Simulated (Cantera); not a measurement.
A closed system holds: 1 mol Ti, 0.46 mol C3H8, 24 mol H2O, held at 1700 K and 70000 Pa.

Equilibrium computed with Cantera from the NASA thermochemical tables; the gas is ideal and each condensed phase is pure. Candidate condensed phases: C, C6H6, C7H8, C8H18, H2O, Ti, TiC, TiO, TiO2, Ti2O3, Ti3O5, Ti4O7; 113 gas species. Gases not in the tables: TiO(OH)2. Equilibrium is a limit: real reactors are often held back by kinetics, nucleation or transport.

Base state: H2O 0.732, H2 0.217, CO 0.0255, CO2 0.0252, H 8.20e-5, OH 1.43e-5 (mole fractions); condensed: TiO2(rutile).

**Question.** What changes in the equilibrium state with this change: temperature from 1700 K to 1373 K?

**Answer.** 
```json
[
 {"species": "H2O", "before": "0.732", "after": "0.726"},
 {"species": "H2", "before": "0.217", "after": "0.223"},
 {"species": "CO2", "before": "0.0252", "after": "0.0311"},
 {"species": "CO", "before": "0.0255", "after": "0.0196"},
 {"species": "OH", "before": "1.43e-5", "after": "1.09e-7"},
 {"species": "H", "before": "8.20e-5", "after": "1.88e-6"},
 {"species": "TiO2(rutile), mol", "before": "1.00", "after": "1.00"}
]
```

**Question.** What changes in the equilibrium state with this change: temperature from 1700 K to 1125 K?

**Answer.** 
```
species             before    after
-----------------  -------  -------
H2O                  0.732    0.720
H2                   0.217    0.229
CO2                 0.0252   0.0375
CO                  0.0255   0.0132
OH                 1.43e-5    <1e-9
H                  8.20e-5  2.54e-8
TiO2(rutile), mol     1.00     1.00
```

**Question.** What changes in the equilibrium state with this change: H2O from 24 to 0.81 mol?

**Answer.** 
| species | before | after |
|---|---|---|
| H2 | 0.217 | 0.827 |
| CO | 0.0255 | 0.172 |
| H2O | 0.732 | 0.000325 |
| CO2 | 0.0252 | 1.98e-5 |
| CH4 | <1e-9 | 7.77e-5 |
| OH | 1.43e-5 | 3.25e-9 |
| H | 8.20e-5 | 0.000160 |
| TiO2(rutile), mol | 1.00 | 0 |
| TiC(s), mol | 0 | 0.828 |
| Ti2O3(s), mol | 0 | 0.0858 |
Mutual solubility and eutectic melting of coexisting phases are not modelled. TiC: taken at fixed stoichiometry.
